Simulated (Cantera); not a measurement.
A freely propagating, adiabatic, planar premixed flame of H₂ : O₂ : N₂ = 1 : 0.17 : 0.587 (molar parts), equivalence ratio 2.9, unburnt at 600 K and 0.296 atm; mixture-averaged transport, grid criteria slope 0.08 and curve 0.16, no radiation.

Cantera simulation using the H2/O2 subset of GRI-Mech 3.0, which has no nitrogen chemistry; the numbers are that mechanism's predictions, not measurements. Burning velocities carry a grid error of a few per cent, more on coarse grids.

Predict: laminar burning velocity; thermal thickness; peak x(O); peak x(HO₂); peak x(H).


```json
{
  "laminar_burning_velocity": "732 cm/s",
  "thermal_thickness": "2.31 mm",
  "peak x(O)": "0.00235",
  "peak x(HO₂)": "7.74e-5",
  "peak x(H)": "0.102"
}
```
